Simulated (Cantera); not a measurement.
A freely propagating, adiabatic, planar premixed flame of 10.2 % CH3OH, 17.3 % O2, 65.2 % N2, 7.32 % CO2, unburnt at 300 K and 100000 Pa; mixture-averaged transport, grid criteria slope 0.08 and curve 0.16, no radiation.

Cantera simulation using GRI-Mech 3.0 (53 species, 325 reactions); the numbers are that mechanism's predictions, not measurements. GRI-Mech 3.0 was tuned for natural gas; its chemistry of methanol as a main component is partial and can be far from experiment. Burning velocities carry a grid error of a few per cent, more on coarse grids.

x: mole fraction of selected species; z is measured from the peak of heat release.

```tsv
z (mm)	T (K)	u (m/s)	x CH3OH	x O2	x CO2	x NO	x CH2	x CH3
-1.76	300	0.208	0.102	0.173	0.0732	<1e-8	<1e-8	<1e-8
-1.17	302	0.209	0.101	0.172	0.0731	<1e-8	<1e-8	<1e-8
-0.880	314	0.218	0.101	0.171	0.0730	<1e-8	<1e-8	<1e-8
-0.587	393	0.275	0.0970	0.164	0.0731	<1e-8	<1e-8	<1e-8
-0.293	774	0.557	0.0702	0.130	0.0791	___	<1e-8	<1e-8
-0.147	1128	0.829	0.0385	0.0979	0.0891	___	<1e-8	4.64e-7
0	1514	1.13	0.00344	0.0603	0.107	___	1.18e-6	2.72e-5
0.147	1645	1.23	3.02e-6	0.0415	0.126	___	5.07e-8	8.87e-7
0.293	1710	1.27	<1e-8	0.0347	0.137	___	<1e-8	1.65e-8
0.587	1788	1.32	<1e-8	0.0298	0.147	___	<1e-8	<1e-8
1.17	1864	1.37	<1e-8	0.0261	0.153	___	<1e-8	<1e-8
2.35	1922	1.41	<1e-8	0.0232	0.158	___	<1e-8	<1e-8
4.70	1959	1.43	<1e-8	0.0213	0.162	___	<1e-8	<1e-8
```

Fill in the missing entries.


- -0.293, x NO: 8.57e-8
- -0.147, x NO: 4.40e-7
- 0, x NO: 1.40e-6
- 0.147, x NO: 2.23e-6
- 0.293, x NO: 3.00e-6
- 0.587, x NO: 4.18e-6
- 1.17, x NO: 5.69e-6
- 2.35, x NO: 7.48e-6
- 4.70, x NO: 9.49e-6
